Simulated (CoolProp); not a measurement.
Ethanol at 298.15 K and 18.5 MPa is throttled through a valve to 5.87 MPa with no heat exchange. Each further row changes one setting.

Computed with CoolProp (reference Helmholtz-energy equation of state, Schroeder 2014).

```json
[
 {"case": "as stated", "temperature change (K)": "(withheld)", "final density (kg/m³)": "(withheld)"},
 {"case": "outlet pressure 1.76 MPa", "temperature change (K)": "(withheld)", "final density (kg/m³)": "(withheld)"},
 {"case": "outlet pressure 7.63 MPa", "temperature change (K)": "(withheld)", "final density (kg/m³)": "788"}
]
```

### Question
What belongs in the gaps?

### Answer

- as stated, temperature change (K): +4.5
- as stated, final density (kg/m³): 786
- outlet pressure 1.76 MPa, temperature change (K): +6.0
- outlet pressure 1.76 MPa, final density (kg/m³): 782
- outlet pressure 7.63 MPa, temperature change (K): +3.9
